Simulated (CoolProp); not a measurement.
A single-stage vapour-compression cycle with the fluid: evaporating at 325.15 K (dew point), condensing at 365.15 K (bubble point), superheat 5 K, subcooling 8 K, compressor efficiency 0.8, no pressure losses. The same conditions are run with several fluids, on thermodynamics alone (safety and materials aside).

Values from CoolProp's reference Helmholtz-energy equation of state of each fluid (1,2-dichloroethane: Thol 2015; isobutene: Lemmon 2005; n-perfluoropentane: Gao 2022; R365MFC: Lemmon 2016; hexamethyldisiloxane (MM): Thol 2016; R124: de Vries 1995).

Rank 1,2-dichloroethane, isobutene, n-perfluoropentane, R365MFC, hexamethyldisiloxane (MM), R124 by cooling COP, highest first.

1,2-dichloroethane (6.11), R365MFC (5.65), hexamethyldisiloxane (MM) (5.59), isobutene (5.44), R124 (5.12), n-perfluoropentane (4.89)

| fluid | pressure ratio | discharge temperature (K) | refrigerating effect (kJ/kg) | volumetric capacity (kJ/m³) |
|---|---|---|---|---|
| 1,2-dichloroethane | 3.90 | 388.3 | 302 | 372 |
| isobutene | 2.44 | 369.8 | 250 | 3810 |
| n-perfluoropentane | 2.95 | 365.1 | 51.3 | 1290 |
| R365MFC | 3.17 | 365.2 | 140 | 1220 |
| hexamethyldisiloxane (MM) | 4.12 | 365.2 | 160 | 184 |
| R124 | 2.48 | 370.9 | 93.0 | 4550 |

The compression ends wet for: n-perfluoropentane; R365MFC; hexamethyldisiloxane (MM).
